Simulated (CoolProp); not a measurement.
Vapour-liquid equilibrium of p-xylene (1) + n-decane (2) at 0.115 MPa; x and y are mole fractions of (1).

Model: multi-fluid Helmholtz-energy mixture model, Zhou 2012 and Lemmon 2006; pair parameters Bell 2016, in CoolProp.

```tsv
x	bubble temperature (°C)	y at the bubble point	dew temperature at overall composition x (°C)	liquid density (mol/L)
0.05	176.3	0.110	177.9	4.313
0.2	168.8	0.373	173.9	4.632
0.35	162.4	0.563	169.5	4.981
0.5	157.0	0.705	164.6	5.367
0.65	152.3	0.816	159.2	5.798
0.8	148.1	0.904	153.0	6.286
0.95	144.3	0.978	145.8	6.844
```

No azeotrope shows between x = 0.05 and 0.95.

Pair parameters are fitted to limited data, so mixtures are less certain than the pure fluids.
